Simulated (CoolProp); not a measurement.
The fluid at 293.15 K and 0.38 MPa expands adiabatically to 0.0548 MPa with isentropic efficiency 0.9. The same conditions are run with several fluids, on thermodynamics alone (safety and materials aside).

Computed with CoolProp (reference Helmholtz-energy equation of state of each fluid (R410A: Lemmon 2003; C2F6 (R116): Lemmon 2006; R404A: Lemmon 2003; carbonyl sulfide: Lemmon 2006; methane: Setzmann 1991)). Blends and air are pseudo-pure fits.

Q: Rank R410A, C2F6 (R116), R404A, carbonyl sulfide, methane by work (kJ/kg), highest first.

A: methane (210), carbonyl sulfide (56.3), R410A (48.5), R404A (37.5), C2F6 (R116) (27.7)

```
fluid             final temperature (K)                       final phase  final density (kg/m³)
----------------  ---------------------  --------------------------------  ---------------------
R410A                             222.3                               gas                   2.20
C2F6 (R116)                       252.3                               gas                   3.64
R404A                             240.7                               gas                   2.73
carbonyl sulfide                  210.6  two-phase, vapour fraction 0.978                   1.96
methane                           193.5                               gas                  0.549
```
